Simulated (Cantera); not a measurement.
A perfectly stirred reactor is fed with H2 : O2 : N2 : H2O = 1 : 0.357 : 1.34 : 0.086 (molar parts), at 101000 Pa; it is adiabatic with a 450 K inlet, and is followed from long to short residence time, starting on the burning branch (τ in s: 0.039, 0.016, 0.0068, 0.0029, 0.0012, 0.0005, 0.00021, 8.7e-05, 3.6e-05, 1.5e-05).

Cantera simulation using GRI-Mech 3.0 (53 species, 325 reactions); the numbers are that mechanism's predictions, not measurements.

### Question
Predict: blow-out, bracketed by the residence times tried; x(H2) at τ = 39.0 ms; x(O2) at τ = 39.0 ms; x(H2O) at τ = 39.0 ms; x(HO2) at τ = 39.0 ms; x(H2O2) at τ = 39.0 ms; x(H2) at τ = 0.500 ms; x(O2) at τ = 0.500 ms; x(H2O) at τ = 0.500 ms; x(HO2) at τ = 0.500 ms; x(H2O2) at τ = 0.500 ms.

### Answer
* **blow-out, bracketed by the residence times tried**: burning at 15.0 µs, the shortest tried
* **x(H2) at τ = 39.0 ms**: 0.116
* **x(O2) at τ = 39.0 ms**: 0.000143
* **x(H2O) at τ = 39.0 ms**: 0.325
* **x(HO2) at τ = 39.0 ms**: 9.08e-8
* **x(H2O2) at τ = 39.0 ms**: 2.36e-8
* **x(H2) at τ = 0.500 ms**: 0.111
* **x(O2) at τ = 0.500 ms**: 0.00305
* **x(H2O) at τ = 0.500 ms**: 0.303
* **x(HO2) at τ = 0.500 ms**: 2.20e-6
* **x(H2O2) at τ = 0.500 ms**: 2.65e-7
